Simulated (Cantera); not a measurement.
## Equilibrium for fluorocarbon and chlorocarbon gases: CHF₃

Charge: 1 mol CHF₃, held at 128 Torr.

Method: chemical equilibrium by Gibbs-energy minimisation in Cantera with the NASA 1993 tables (ideal gas, pure condensed phases). Candidate condensed phases: C, C₆H₆, C₇H₈, C₈H₁₈; 95 gas species. The tables' values for C₂F₄ are old estimates; treat these amounts as uncertain. Gases not in the tables: C₂F₆ and larger saturated fluorocarbons. Rates play no part.

From 1725 K to 3325 K the condensed part is C(graphite). The main C-bearing gas is CF₄ at 1725 K and C₃ at 3325 K. The share of C in condensed phases is highest at 1725 K (49.9 %) and lowest at 3325 K (9.5 %).

| T (K) | x HF | x F | x CF₄ | x CF₂ | x CF | x C₃ | x CF₃ | n C(graphite) |
|---|---|---|---|---|---|---|---|---|
| 1725 | 0.666 | 0.000155 | 0.332 | 0.00110 | 1.47e-7 | <1e-12 | 0.000228 | 0.499 |
| 1925 | 0.663 | 0.00153 | 0.326 | 0.00809 | 4.84e-6 | 2.39e-11 | 0.00115 | 0.494 |
| 2125 | 0.648 | 0.00969 | 0.299 | 0.0391 | 8.02e-5 | 2.94e-9 | 0.00405 | 0.472 |
| 2325 | 0.601 | 0.0420 | 0.219 | 0.127 | 0.000767 | 1.55e-7 | 0.00954 | 0.407 |
| 2525 | 0.517 | 0.124 | 0.0920 | 0.250 | 0.00437 | 4.30e-6 | 0.0124 | 0.306 |
| 2725 | 0.445 | 0.245 | 0.0164 | 0.271 | 0.0150 | 7.19e-5 | 0.00738 | 0.302 |
| 2925 | 0.401 | 0.361 | 0.00169 | 0.196 | 0.0356 | 0.000808 | 0.00262 | 0.405 |
| 3125 | 0.366 | 0.444 | 0.000137 | 0.112 | 0.0659 | 0.00658 | 0.000708 | 0.450 |
| 3325 | 0.324 | 0.465 | 8.65e-6 | 0.0522 | 0.0984 | 0.0412 | 0.000149 | 0.0950 |
x: gas mole fraction; n: condensed amount in mol.
